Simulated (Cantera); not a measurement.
# Equilibrium for hydrogen reduction and annealing atmospheres: Al2O3 + H2 + H2O

A closed system holds: 1 mol Al2O3, 38 mol H2, 3.6 mol H2O, at 627 °C and 310000 Pa.

These are equilibrium values from Cantera (NASA tables, ideal gas, pure condensed phases), not measurements of a reactor. Candidate condensed phases: Al, Al2O3, H2O; 19 gas species. Rates play no part.

The x(H2) comes out as 0.913. The x(H2O) is 0.0865 and the n(Al2O3(s)) is 1.00 mol. The gas amount is 41.60 mol and the log10 activity of Al(s) (absent) is -21.67.
